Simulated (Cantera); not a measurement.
A perfectly stirred reactor is fed with 9.23 % CO, 9.23 % H₂, 1.20 % CH₄, 16.9 % O₂, 63.4 % N₂, at 500000 Pa; it is adiabatic with a 473 K inlet, and is followed from long to short residence time, starting on the burning branch (τ in s: 0.028, 0.013, 0.0063, 0.003, 0.0014, 0.00066, 0.00031, 0.00015, 7e-05).

Computed with Cantera and GRI-Mech 3.0 (53 species, 325 reactions).

Problem. Predict: blow-out, bracketed by the residence times tried; x(CO) at τ = 28.0 ms; x(H₂) at τ = 28.0 ms; x(CH₄) at τ = 28.0 ms; x(N₂O) at τ = 28.0 ms; x(H₂O₂) at τ = 28.0 ms; x(CO) at τ = 1.40 ms; x(H₂) at τ = 1.40 ms; x(CH₄) at τ = 1.40 ms; x(N₂O) at τ = 1.40 ms; x(H₂O₂) at τ = 1.40 ms.

Solution. 
```
Quantity                                                                           Value
------------------------------------------------  --------------------------------------
blow-out, bracketed by the residence times tried  burning at 70.0 µs, the shortest tried
x(CO) at τ = 28.0 ms                                                             0.00123
x(H₂) at τ = 28.0 ms                                                            0.000252
x(CH₄) at τ = 28.0 ms                                                            6.57e-7
x(N₂O) at τ = 28.0 ms                                                            7.24e-7
x(H₂O₂) at τ = 28.0 ms                                                           2.12e-7
x(CO) at τ = 1.40 ms                                                             0.00467
x(H₂) at τ = 1.40 ms                                                            0.000847
x(CH₄) at τ = 1.40 ms                                                            6.74e-6
x(N₂O) at τ = 1.40 ms                                                            1.36e-6
x(H₂O₂) at τ = 1.40 ms                                                           3.47e-7
```
